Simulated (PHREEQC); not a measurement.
Consider water at 30 °C with 0.0021 mol/kgw NaH2PO4 and 0.0033 mol/kgw HNO3. Closed to the air; pH follows from the charge balance.

Equilibrium calculation in PHREEQC: ion-association model, phreeqc.dat.

Precipitation was switched off in this run.

Q: Estimate the pH, ionic strength, specific conductance.

A: pH 2.59; ionic strength 0.00483 mol/kgw; specific conductance 1420 µS/cm.

Q: In which forms is P present?

A: H2PO4- 73 %, H3PO4 27 % of the P.
